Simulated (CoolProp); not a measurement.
R142b along the isobar 4.36 MPa: density (kg/m³) from the reference equation and from simpler models built on Tc = 410.3 K, pc = 4.055 MPa, ω = 0.232; each cubic takes its own stable root.

Computed with CoolProp (reference Helmholtz-energy equation of state, Lemmon 2006). It is a short technical equation, of lower accuracy than the large ones.

```
T (K)          phase  reference  van der Waals  Redlich-Kwong  Soave-Redlich-Kwong
-----  -------------  ---------  -------------  -------------  -------------------
241.5         liquid       1250          758.0           1106                 1132
274.2         liquid       1180          721.3           1040                 1070
306.8         liquid       1104          679.7          963.0                995.8
339.5         liquid       1017          630.1          871.1                903.7
372.1         liquid      908.1          566.5          754.2                781.8
404.7         liquid      724.6          462.0          565.0                574.9
437.4  supercritical      198.6          200.2          200.3                192.6
470    supercritical      153.2          157.5          156.1                149.9
```
